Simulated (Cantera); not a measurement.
A freely propagating, adiabatic, planar premixed flame of 15.4 % CO, 8.60 % H2, 16.0 % O2, 60.1 % N2, unburnt at 625 K and 3750 Torr; mixture-averaged transport, grid criteria slope 0.08 and curve 0.16, no radiation.

Model: GRI-Mech 3.0 (53 species, 325 reactions), integrated in Cantera. The hydrogen kinetics of GRI-Mech 3.0 are dated; newer H2 mechanisms differ, most at raised pressure. Burning velocities carry a grid error of a few per cent, more on coarse grids.

### Question
Predict: laminar burning velocity; thermal thickness; peak x(HO2); peak x(H2O2).

### Answer
| Quantity | Value |
|---|---|
| laminar burning velocity | 162 cm/s |
| thermal thickness | 0.0999 mm |
| peak x(HO2) | 0.000549 |
| peak x(H2O2) | 0.000101 |
